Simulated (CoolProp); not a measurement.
A single-stage vapour-compression cycle with the fluid: evaporating at 250.15 K (dew point), condensing at 297.15 K (bubble point), superheat 5 K, subcooling 8 K, compressor efficiency 0.75, no pressure losses. The same conditions are run with several fluids, on thermodynamics alone (safety and materials aside).

The numbers come from the reference Helmholtz-energy equation of state of each fluid (fluoroethane (R161): Wu 2012; C3F8 (R218): Lemmon 2006; propane: Lemmon 2009; hydrogen chloride: Thol 2018; R115: Lemmon 2016; sulfur dioxide: Gao 2016) in CoolProp.

```
fluid                cooling COP  pressure ratio  discharge temperature (K)  refrigerating effect (kJ/kg)  volumetric capacity (kJ/m³)
-------------------  -----------  --------------  -------------------------  ----------------------------  ---------------------------
fluoroethane (R161)         3.45            4.75                      341.9                           332                         1500
C3F8 (R218)                 3.00            4.65                      297.1                             ?                         1080
propane                     3.42            4.23                      321.7                           315                            ?
hydrogen chloride           2.98               ?                      384.0                           288                         7860
R115                        3.22            4.44                      303.0                          82.7                         1280
sulfur dioxide              3.39               ?                      417.7                           351                          589
```

### Question
Some entries are withheld; supply them.

### Answer

- C3F8 (R218), refrigerating effect (kJ/kg): 62.2
- propane, volumetric capacity (kJ/m³): 1530
- hydrogen chloride, pressure ratio: 3.44
- sulfur dioxide, pressure ratio: 6.93

The compression ends wet for: C3F8 (R218).
